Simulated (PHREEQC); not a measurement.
Make-up at 20 °C: 0.019 mol/kgw CdSO4, 0.00024 mol/kgw Na2SO4 and 0.025 mol/kgw H2SO4. Closed to the air; pH follows from the charge balance.

Computed with PHREEQC (ion-association model, wateq4f.dat).

Precipitation was switched off in this run.

Task: Order these S species by the share of S that they hold, largest first: CdSO4, Cd(SO4)2-2, SO4-2, HSO4-.

Result: HSO4- (42 %), SO4-2 (36 %), CdSO4 (16 %), Cd(SO4)2-2 (6.0 %)

The pH is 1.58 and the ionic strength 0.0803 mol/kgw.
